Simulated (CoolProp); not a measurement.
50 sccm (0 °C, 1 atm) of nitrogen bubbles through liquid water at 313.7 K and leaves saturated at a total pressure of 0.14 MPa (ideal gas phase). Each further row changes one setting.

Values from CoolProp's reference Helmholtz-energy equation of state, Wagner 2002.

```
case                      vapour pressure (kPa)  mole fraction of vapour  delivery (mg/min)  delivery (sccm)  change of delivery for a bath 1 K warmer (%)
------------------------  ---------------------  -----------------------  -----------------  ---------------  --------------------------------------------
as stated                                  7.60                      [?]               2.31             2.87                                           [?]
bath temperature 318.7 K                   9.87                      [?]               3.05              [?]                                           [?]
total pressure 0.28 MPa                    7.60                      [?]               1.12              [?]                                           [?]
```

Task: What belongs in the gaps?

Result: 
- as stated, mole fraction of vapour: 0.0543
- as stated, change of delivery for a bath 1 K warmer (%): 5.8
- bath temperature 318.7 K, mole fraction of vapour: 0.0705
- bath temperature 318.7 K, delivery (sccm): 3.79
- bath temperature 318.7 K, change of delivery for a bath 1 K warmer (%): 5.7
- total pressure 0.28 MPa, mole fraction of vapour: 0.0272
- total pressure 0.28 MPa, delivery (sccm): 1.40
- total pressure 0.28 MPa, change of delivery for a bath 1 K warmer (%): 5.6
